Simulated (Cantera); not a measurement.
Charge: 1 mol TEOS, 4.4 mol N2O, 0.44 mol NO, equilibrated at 725 K and 1.80 Torr.

These are equilibrium values from Cantera (NASA tables, ideal gas, pure condensed phases), not measurements of a reactor. Candidate condensed phases: C, C6H6, C7H8, C8H18, H2O, Si, SiC, SiO2, Si2N2O, Si3N4; 151 gas species. The feed counts by its element totals alone. Equilibrium is a limit: real reactors are often held back by kinetics, nucleation or transport.

Base state: H2 0.482, N2 0.241, CO 0.155, CO2 0.0838, H2O 0.0345, CH4 0.00286 (mole fractions); condensed: C(graphite) + SiO2(α-quartz).

What changes in the equilibrium state with this change: NO from 0.44 to 4.9 mol?


```
species               before    after
-------------------  -------  -------
H2                     0.482    0.375
N2                     0.241    0.281
CO                     0.155    0.188
CO2                   0.0838    0.122
H2O                   0.0345   0.0324
CH4                  0.00286  0.00173
C(graphite), mol        3.37    0.420
SiO2(α-quartz), mol     1.00     1.00
```

What changes in the equilibrium state with this change: temperature from 725 K to 1150 K?


```tsv
species	before	after
H2	0.482	0.466
CO	0.155	0.319
N2	0.241	0.215
CO2	0.0838	9.62e-6
H2O	0.0345	1.67e-5
HCN	3.98e-9	1.32e-5
CH4	0.00286	1.22e-5
C(graphite), mol	3.37	1.16
SiO2(α-quartz), mol	1.00	0
SiO2(β-quartz), mol	0	1.000
```
The tables hold silica as quartz up to 1696 K and as liquid above; real silica turns to tridymite and cristobalite and melts near 1996 K.
